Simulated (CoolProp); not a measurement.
Saturation properties of R1132(E) (Tc = 75.7 °C, pc = 5174 kPa, ω = 0.245).

Model: reference Helmholtz-energy equation of state, Akasaka 2024, in CoolProp.

```csv
T (°C),p (kPa),vapour density (kg/m³),enthalpy of vaporisation (kJ/kg),liquid cp (kJ/(kg K))
-17.45,455.5,15.17,272.2,1.687
-8.65,617.9,20.40,261.9,1.713
0.25,822.6,27.07,250.8,1.748
9.05,1071,35.33,[?],1.793
17.85,[?],45.66,226.1,1.855
26.65,1729,58.60,211.8,1.937
35.55,2158,75.17,195.6,2.055
44.35,2654,96.32,177.3,[?]
53.15,3231,[?],155.6,2.518
62.05,3909,165.5,127.9,3.145
```

Question: Some entries are withheld; supply them.

Answer: 
- 9.05, enthalpy of vaporisation (kJ/kg): 239.0
- 17.85, p (kPa): 1371
- 44.35, liquid cp (kJ/(kg K)): 2.229
- 53.15, vapour density (kg/m³): 124.5
